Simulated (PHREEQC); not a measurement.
A solution holds 0.52 mol/kgw H3PO4 and 0.41 mol/kgw K2HPO4, at 25 °C. Closed to the air; pH follows from the charge balance.

The numbers come from PHREEQC with the ion-association model, phreeqc.dat.

```csv
quantity,before,after
pH,2.79,2.94
H3PO4 (mol/kgw),0.108,0.0206
HPO4-2 (mol/kgw),0.000116,2.11e-5
```

**Question.** What was changed between the two runs?
A. H3PO4 left out
B. 0.0075 mol/kgw H2S added
C. diluted 2-fold with water
D. diluted 5-fold with water
E. diluted 10-fold with water

**Answer.** D, diluted 5-fold with water

This is a speciation only: nothing precipitates in the calculation. The ionic strength passes 0.7 mol/kgw, the rough limit of the ion-association models, in before.
